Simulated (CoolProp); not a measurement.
A single-stage vapour-compression cycle with CH2F2 (R32): evaporating at 203.15 K (dew point), condensing at 261.15 K (bubble point), superheat 8 K, subcooling 0 K, compressor efficiency 0.7, no pressure losses. Each further row changes one setting.

The numbers come from the reference Helmholtz-energy equation of state, Tillner-Roth 1997 in CoolProp.

```
case                              cooling COP  pressure ratio  discharge temperature (K)  refrigerating effect (kJ/kg)  volumetric capacity (kJ/m³)
--------------------------------  -----------  --------------  -------------------------  ----------------------------  ---------------------------
as stated                                1.83            15.1                      414.6                           313                          341
evaporating temperature 208.15 K         2.11            11.1                      396.7                           316                          457
condensing temperature 256.15 K          2.05            12.6                      399.9                           322                          350
subcooling 5 K                           1.88            15.1                      414.6                           322                          350
superheat 18 K                           1.79            15.1                      429.5                           321                          333
```
